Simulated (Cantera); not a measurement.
Feed: 1 mol Cr, 0.9 mol NH₃, 0.57 mol N₂, held at 1.00 bar.

Cantera equilibrium calculation (NASA polynomials, part measured and part estimated; ideal gas, pure solids and liquids). Candidate condensed phases: Cr, CrN, Cr₂N; 11 gas species. Kinetics and transport are ignored.

Task: Which condensed phases are stable at each of these points (T (°C)): 977, 1177, 1377, 1577, 1777, 1977, 2177?

Result: 
```json
[
 {"T (°C)": "977", "condensed phases": "CrN(s)", "Cr condensed (%)": "100.0"},
 {"T (°C)": "1177", "condensed phases": "Cr₂N(s)", "Cr condensed (%)": "100.0"},
 {"T (°C)": "1377", "condensed phases": "Cr₂N(s)", "Cr condensed (%)": "100.0"},
 {"T (°C)": "1577", "condensed phases": "Cr(s)", "Cr condensed (%)": "100.0"},
 {"T (°C)": "1777", "condensed phases": "Cr(s)", "Cr condensed (%)": "99.5"},
 {"T (°C)": "1977", "condensed phases": "Cr(l)", "Cr condensed (%)": "96.9"},
 {"T (°C)": "2177", "condensed phases": "Cr(l)", "Cr condensed (%)": "85.4"}
]
```

At 977 °C the condensed part is CrN(s). From 1177 °C to 1377 °C the condensed part is Cr₂N(s). From 1577 °C to 1777 °C the condensed part is Cr(s). From 1977 °C to 2177 °C the condensed part is Cr(l).
